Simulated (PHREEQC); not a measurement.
Solution (25 °C): 28 mmol/kgw ZnSO4, 0.86 mmol/kgw H2SO4 and 15 mmol/kgw NaCl. Closed to the air; pH follows from the charge balance.

Equilibrium calculation in PHREEQC: ion-association model, phreeqc.dat.

This is a speciation only: nothing precipitates in the calculation.

**Question.** Order these Zn species by the share of Zn that they hold, largest first: Zn(SO4)2-2, ZnSO4, Zn+2, ZnCl+.

**Answer.** Zn+2 (60 %), ZnSO4 (34 %), Zn(SO4)2-2 (4.5 %), ZnCl+ (0.95 %)

The pH is 3.06 and the ionic strength 0.0835 mol/kgw.
